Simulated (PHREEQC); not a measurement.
A column of 0.2 m (40 cells, dispersivity 0.016 m, 3600 s a shift, diffusion coefficient 3e-10 m²/s) holds 0.12 eq of the database's cation exchanger X per kg of pore water, first in equilibrium with 0.013 mol LiCl, 0.019 mol MnCl2 and 1e-05 mol HCl per kg of water. It is flushed with 81 mmol/kgw MgCl2, 3.5 mmol/kgw SrCl2 and 0.01 mmol/kgw HCl, at 25 °C. Values are for the last cell. No CO2 enters from the air. Precipitation was switched off in this run.

The series has 33 steps of pore volumes, from 0 to 4.013.

The numbers come from PHREEQC with the ion-association model, phreeqc.dat.

Problem. After how many pore volumes does Mg at the outlet first reach half of its feed value?

Solution. By 1.6 pore volumes.

Problem. After how many pore volumes does Sr at the outlet first reach half of its feed value?

Solution. By 2.3 pore volumes.

Species that the database lacks are ignored.
